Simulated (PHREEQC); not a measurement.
1 kg of water meets 20 L of dry gas (CO2 0.28, H2 0.72 by moles) at fixed total pressure, at 50 °C; fugacities by Peng-Robinson. The gases take part in no redox reaction, some water evaporates into the gas, and hydrates or a liquid gas phase aren't modelled. Precipitation was switched off in this run.

The numbers come from PHREEQC with the ion-association model, phreeqc.dat.

Predict dissolved CO2 (all carbonate carbon) (mol/kgw) at P (atm) = 10, 20, 50, 200, 400.


| P (atm) | dissolved CO2 (all carbonate carbon) (mol/kgw) |
|---|---|
| 10 | 0.0512 |
| 20 | 0.0992 |
| 50 | 0.223 |
| 200 | 0.552 |
| 400 | 0.687 |

Constants without temperature data keep their 25 °C values here.
